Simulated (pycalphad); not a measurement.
# Effect of Mg content in Al-Mg-Si-Mn

CALPHAD calculation (pycalphad, COST 507 light-alloy database (1999)), 1 atm. The database dates from 1999; later assessments differ in places, in temperatures and in the compounds included. Not assessed as a whole: an extrapolation from subsystems, which can miss ternary compounds. Phase fractions are per mole of atoms.

| alloy | liquidus (°C) | first solid | solidus (°C) | phases at 477 °C |
|---|---|---|---|---|
| Al-1.37Mg-2.07Si-1.56Mn (at.%) | 699 | ALMNSI_BETA | 575 | FCC_A1 0.90, ALMNSI_ALPHA 0.09, MG2SI 0.02 |
| Al-2.74Mg-2.07Si-1.56Mn (at.%) | 705 | ALMNSI_BETA | 602 | FCC_A1 0.88, ALMNSI_ALPHA 0.09, MG2SI 0.03 |
| Al-4.11Mg-2.07Si-1.56Mn (at.%) | ___ | ALMNSI_BETA | ___ | ___ |
| Al-5.48Mg-2.07Si-1.56Mn (at.%) | 717 | ALMNSI_BETA | 590 | FCC_A1 0.87, ALMNSI_ALPHA 0.09, MG2SI 0.05 |

Task: Fill in the missing entries.

Result: 
- Al-4.11Mg-2.07Si-1.56Mn (at.%), liquidus (°C): 711
- Al-4.11Mg-2.07Si-1.56Mn (at.%), solidus (°C): 594
- Al-4.11Mg-2.07Si-1.56Mn (at.%), phases at 477 °C: FCC_A1 0.87, ALMNSI_ALPHA 0.09, MG2SI 0.04

Database names, with the compositions (at.%) that they take in these runs: ALMNSI_ALPHA: Al 70-78 Mn 17 Si 4-13; MG2SI: Mg 67 Si 33. FCC_A1 is fcc.
